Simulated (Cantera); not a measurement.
## Abatement and gas-phase synthesis: NH3 + SO2 + O2

Input: 1 mol NH3, 0.026 mol SO2, a varied amount of O2, at 1677 °C and 0.130 bar.

Cantera equilibrium calculation (NASA polynomials, part measured and part estimated; ideal gas, pure solids and liquids). Candidate condensed phases: H2O, H2SO4, S; 35 gas species. The numbers say what is thermodynamically allowed, not how fast it happens.

From 0.13 mol O2 to 6.3 mol O2 nothing is condensed.

```json
[
 {"n(O2) (mol)": "0.13", "x O2": "2.06e-8", "x H2O": "0.154", "x H2": "0.583", "x N2": "0.249", "x SO2": "0.000241", "x OH": "5.83e-5"},
 {"n(O2) (mol)": "0.2", "x O2": "5.50e-8", "x H2O": "0.223", "x H2": "0.515", "x N2": "0.249", "x SO2": "0.000648", "x OH": "8.95e-5"},
 {"n(O2) (mol)": "0.31", "x O2": "1.88e-7", "x H2O": "0.328", "x H2": "0.411", "x N2": "0.248", "x SO2": "0.00211", "x OH": "0.000148"},
 {"n(O2) (mol)": "0.48", "x O2": "1.06e-6", "x H2O": "0.484", "x H2": "0.255", "x N2": "0.247", "x SO2": "0.00722", "x OH": "0.000277"},
 {"n(O2) (mol)": "0.74", "x O2": "0.000961", "x H2O": "0.725", "x H2": "0.0127", "x N2": "0.246", "x SO2": "0.0127", "x OH": "0.00186"},
 {"n(O2) (mol)": "1.1", "x O2": "0.144", "x H2O": "0.626", "x H2": "0.000895", "x N2": "0.209", "x SO2": "0.0109", "x OH": "0.00604"},
 {"n(O2) (mol)": "1.7", "x O2": "0.315", "x H2O": "0.499", "x H2": "0.000483", "x N2": "0.166", "x SO2": "0.00870", "x OH": "0.00656"},
 {"n(O2) (mol)": "2.7", "x O2": "0.485", "x H2O": "0.373", "x H2": "0.000291", "x N2": "0.123", "x SO2": "0.00651", "x OH": "0.00632"},
 {"n(O2) (mol)": "4.1", "x O2": "0.618", "x H2O": "0.275", "x H2": "0.000190", "x N2": "0.0909", "x SO2": "0.00482", "x OH": "0.00576"},
 {"n(O2) (mol)": "6.3", "x O2": "0.728", "x H2O": "0.195", "x H2": "0.000124", "x N2": "0.0641", "x SO2": "0.00342", "x OH": "0.00505"}
]
```
x: gas mole fraction; nothing condenses.
